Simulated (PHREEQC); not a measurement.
1 kg of water holding 0.22 mol/kgw NaHCO3 and 0.12 mol/kgw KCl meets 20 L of dry gas (O2 1 by moles) at fixed total pressure, at 10 °C; fugacities by Peng-Robinson. The gases take part in no redox reaction, some water evaporates into the gas, and hydrates or a liquid gas phase aren't modelled. Nothing may precipitate in this run.

Computed with PHREEQC (ion-association model, phreeqc.dat).

| P (atm) | dissolved O2 (mol/kgw) | φ of O2 |
|---|---|---|
| 2 | 0.00315 | 0.998 |
| 5 | 0.00784 | 0.994 |
| 10 | 0.0155 | 0.989 |
| 20 | 0.0303 | 0.978 |
| 30 | 0.0445 | 0.967 |
| 40 | 0.0580 | 0.957 |
| 50 | 0.0708 | 0.947 |
| 75 | 0.101 | 0.925 |
| 100 | 0.127 | 0.905 |
| 150 | 0.173 | 0.872 |

Species that the database lacks are ignored. Away from 25 °C the constants follow the database's enthalpies or fits; those with neither stay at their 25 °C values.
